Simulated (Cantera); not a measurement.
Cantera run:

```python
import numpy as np
import cantera as ct

gas_names = """
    C CN CO CO2 C2 CCN CNC C2N2 C2O C3 C3O2 C4 C4N2 C5 N NCO NO NO2 NO3 N2 N2O O O2 O3 Si SiC SiC2 SiN
    SiO SiO2 Si2 Si2C Si2N Si3
""".split()
cond_names = """
    C(gr) Si(cr) Si(L) SiC(b) SiO2(Lqz) SiO2(hqz) SiO2(L) Si2N2O(s) Si3N4(a)
""".split()


# ... load() reads the species with a 1 bar reference pressure and builds the phases ...
atoms = {
    'Si': {'Si': 1},
    'CO2': {'C': 1, 'O': 2},
    'N2': {'N': 2},
}
top_T = {'C(gr)': 4500, 'SiC(b)': 3050, 'Si2N2O(s)': 2100, 'Si3N4(a)': 2400}  # K; cautious upper limits of use, not melting points


# ... equilibrate(T, P, feed) seeds the gas with the atoms and calls Mixture.equilibrate('TP', solver="vcs", rtol=1e-11, max_steps=5000) ...
results = []
feed = {'Si': 1, 'CO2': 0.041, 'N2': 1.1}  # mol
T = 1348  # K
P = 0.36  # Pa
mix = equilibrate(T, P, feed)
results.append((T, P, feed, dict(zip(mix.species_names, mix.species_moles))))
print(gas.report(threshold=1e-06))
for i in range(1, mix.n_phases):
    print(f"{mix.phase(i).name:16s} {mix.phase_moles(i):12.5e} mol")
```

Result:

```
       temperature   1348 K
          pressure   0.36 Pa
           density   9.0138e-07 kg/m^3
  mean mol. weight   28.063 kg/kmol
   phase of matter   gas

                          1 kg             1 kmol
                     ---------------   ---------------
          enthalpy        1.1698e+06        3.2829e+07  J
   internal energy        7.7044e+05        2.1621e+07  J
           entropy             12210        3.4264e+05  J/K
    Gibbs function       -1.5289e+07       -4.2905e+08  J
 heat capacity c_p            1220.2             34243  J/K
 heat capacity c_v            923.97             25929  J/K

                      mass frac. Y      mole frac. X     chem. pot. / RT
                     ---------------   ---------------   ---------------
                CO         0.0001219        0.00012213           -57.845
                N2           0.99509           0.99682           -38.227
                Si        3.1583e-05        3.1558e-05           -4.8303
               SiO         0.0047596         0.0030298             -55.6
     [  +30 minor]        5.7548e-07        2.9504e-07

C(gr)             0.00000e+00 mol
Si(cr)            0.00000e+00 mol
SiC(b)            4.09401e-02 mol
SiO2(hqz)         0.00000e+00 mol
Si2N2O(s)         8.04555e-02 mol
Si3N4(a)          2.65549e-01 mol
```

Method: chemical equilibrium by Gibbs-energy minimisation in Cantera with the NASA 1993 tables (ideal gas, pure condensed phases). N2 is the only nitrogen source here; it is nearly inert below about 1500 K, so the nitride shown seldom forms there in practice. Mutual solubility and eutectic melting of coexisting phases are not modelled.
